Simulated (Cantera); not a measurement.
Input (Python, Cantera):

```python
import numpy as np
import cantera as ct

gas = ct.Solution("gri30.yaml")
gas.TPX = 975, 49000, {'CO': 0.012, 'O2': 0.0055, 'H2O': 0.0001, 'N2': 1}
reactor = ct.IdealGasConstPressureReactor(gas, energy="off", clone=False)
net = ct.ReactorNet([reactor])
net.rtol, net.atol = 1e-08, 1e-18
show = ['CO', 'O2', 'H2O', 'H2O2', 'NO2', 'OH']
times = np.geomspace(0.0002, 10, 13)

steps = ct.SolutionArray(gas, extra=["t"])
rows = []
print(f"{'t/s':>10s}{'T/K':>9s}{'P/Pa':>11s}" + "".join(f"{s:>11s}" for s in show))
for t in times:
    while net.time < t:
        t_next = net.step()
        steps.append(gas.state, t=t_next)
    rows.append([np.interp(t, steps.t, y) for y in (steps.T, steps.P, *steps(*show).X.T)])
    print(f"{t:10.3e}{rows[-1][0]:9.1f}{rows[-1][1]:11.4g}" + "".join(f"{x:11.3e}" for x in rows[-1][2:]))
rate = np.gradient(steps.T, steps.t)
print("integrator steps:", len(steps.t))
if steps.T.max() > steps.T[0] + 200:
    print(f"time of steepest temperature rise: {steps.t[rate.argmax()]:.4e} s")
gas.TPX = 975, 49000, {'CO': 0.012, 'O2': 0.0055, 'H2O': 0.0001, 'N2': 1}
gas.equilibrate("TP")
print(f"equilibrium (TP): T = {gas.T:.1f} K  " + "  ".join(f"{s} {gas[s].X[0]:.3e}" for s in show))
```

Result:

```
       t/s      T/K       P/Pa         CO         O2        H2O       H2O2        NO2         OH
 2.000e-04    975.0    4.9e+04  1.179e-02  5.405e-03  9.827e-05  5.294e-25  5.581e-34  4.923e-16
 4.927e-04    975.0    4.9e+04  1.179e-02  5.405e-03  9.827e-05  1.183e-23  1.411e-32  1.681e-15
 1.214e-03    975.0    4.9e+04  1.179e-02  5.405e-03  9.827e-05  3.830e-22  3.992e-31  5.480e-15
 2.991e-03    975.0    4.9e+04  1.179e-02  5.405e-03  9.827e-05  1.127e-20  1.335e-29  1.717e-14
 7.368e-03    975.0    4.9e+04  1.179e-02  5.405e-03  9.827e-05  2.495e-19  5.127e-28  4.895e-14
 1.815e-02    975.0    4.9e+04  1.179e-02  5.405e-03  9.827e-05  4.441e-18  2.217e-26  1.313e-13
 4.472e-02    975.0    4.9e+04  1.179e-02  5.405e-03  9.827e-05  7.802e-17  9.227e-25  3.531e-13
 1.102e-01    975.0    4.9e+04  1.179e-02  5.405e-03  9.827e-05  1.359e-15  3.277e-23  1.004e-12
 2.714e-01    975.0    4.9e+04  1.179e-02  5.405e-03  9.827e-05  2.345e-14  1.304e-21  3.421e-12
 6.687e-01    975.0    4.9e+04  1.179e-02  5.405e-03  9.827e-05  9.364e-13  1.889e-19  2.030e-11
 1.648e+00    975.0    4.9e+04  1.179e-02  5.402e-03  9.823e-05  5.522e-10  2.379e-15  5.713e-10
 4.059e+00    975.0    4.9e+04  1.166e-02  5.340e-03  9.756e-05  6.409e-09  1.706e-12  3.007e-09
 1.000e+01    975.0    4.9e+04  1.092e-02  4.970e-03  9.539e-05  1.638e-08  3.994e-11  9.396e-09
integrator steps: 421
equilibrium (TP): T = 975.0 K  CO 9.757e-04  O2 1.668e-19  H2O 8.642e-05  H2O2 5.011e-23  NO2 9.472e-25  OH 7.329e-14
```

Cantera simulation using GRI-Mech 3.0 (53 species, 325 reactions); the numbers are that mechanism's predictions, not measurements.
